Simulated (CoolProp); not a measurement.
Properties of methanol along the isobar 16 MPa.

Values from CoolProp's reference Helmholtz-energy equation of state, de Reuck 1993.

| T (°C) | phase | speed of sound (m/s) | Joule-Thomson coefficient (K/MPa) | isothermal compressibility (1/MPa) | conductivity (mW/(m K)) | fugacity coefficient |
|---|---|---|---|---|---|---|
| -7.65 | liquid | 1294 | -0.3668 | 0.0008737 | 213 | 0.0002030 |
| -4.15 | liquid | 1282 | -0.3641 | 0.0008910 | 213 | 0.0002551 |
| -0.55 | liquid | 1271 | -0.3611 | 0.0009090 | 212 | 0.0003204 |
| 3.05 | liquid | 1260 | -0.3581 | 0.0009275 | 212 | 0.0003999 |
| 6.65 | liquid | 1248 | -0.3548 | 0.0009463 | 211 | 0.0004959 |
| 10.25 | liquid | 1237 | -0.3515 | 0.0009655 | 210 | 0.0006111 |
| 13.75 | liquid | 1227 | -0.3481 | 0.0009845 | 210 | 0.0007445 |
| 17.35 | liquid | 1216 | (withheld) | 0.001005 | 209 | 0.0009071 |
| 20.95 | liquid | 1206 | -0.3407 | 0.001025 | 208 | (withheld) |
| 24.55 | liquid | 1195 | -0.3368 | 0.001046 | 208 | 0.001325 |
| 28.15 | liquid | 1185 | -0.3327 | (withheld) | 207 | 0.001589 |
| 31.65 | liquid | 1175 | -0.3286 | 0.001089 | 206 | 0.001886 |
| 35.25 | liquid | 1165 | -0.3243 | 0.001112 | 206 | 0.002241 |
| 38.85 | liquid | 1155 | -0.3198 | 0.001135 | 205 | 0.002649 |
| 42.45 | liquid | 1145 | -0.3152 | 0.001159 | (withheld) | 0.003119 |

### Question
Fill in the missing entries.

### Answer

- 17.35, Joule-Thomson coefficient (K/MPa): -0.3445
- 20.95, fugacity coefficient: 0.001099
- 28.15, isothermal compressibility (1/MPa): 0.001068
- 42.45, conductivity (mW/(m K)): 204

Thermal conductivity comes from a separate model (Sykioti 2013).
